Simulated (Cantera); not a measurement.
Feed: 1 mol SiCl4, a varied amount of NH3, 4.8 mol H2, held at 1325 °C and 11.3 Torr.

Method: chemical equilibrium by Gibbs-energy minimisation in Cantera with the NASA 1993 tables (ideal gas, pure condensed phases). Candidate condensed phases: NH4Cl, Si, Si3N4; 28 gas species. Rates play no part.

Task: Which condensed phases are stable at each of these points (n(NH3) (mol)): 0.69, 1.1, 1.6, 2.4, 3.7, 5.6, 8.6, 13, 20, 30?

Result: 
```json
[
 {"n(NH3) (mol)": "0.69", "condensed phases": "gas only", "Si condensed (%)": "0.0"},
 {"n(NH3) (mol)": "1.1", "condensed phases": "gas only", "Si condensed (%)": "0.0"},
 {"n(NH3) (mol)": "1.6", "condensed phases": "Si3N4(s)", "Si condensed (%)": "4.3"},
 {"n(NH3) (mol)": "2.4", "condensed phases": "Si3N4(s)", "Si condensed (%)": "14.4"},
 {"n(NH3) (mol)": "3.7", "condensed phases": "Si3N4(s)", "Si condensed (%)": "26.7"},
 {"n(NH3) (mol)": "5.6", "condensed phases": "Si3N4(s)", "Si condensed (%)": "39.4"},
 {"n(NH3) (mol)": "8.6", "condensed phases": "Si3N4(s)", "Si condensed (%)": "52.3"},
 {"n(NH3) (mol)": "13", "condensed phases": "Si3N4(s)", "Si condensed (%)": "63.7"},
 {"n(NH3) (mol)": "20", "condensed phases": "Si3N4(s)", "Si condensed (%)": "73.7"},
 {"n(NH3) (mol)": "30", "condensed phases": "Si3N4(s)", "Si condensed (%)": "81.1"}
]
```

From 0.69 mol NH3 to 1.1 mol NH3 nothing is condensed. From 1.6 mol NH3 to 30 mol NH3 the condensed part is Si3N4(s).
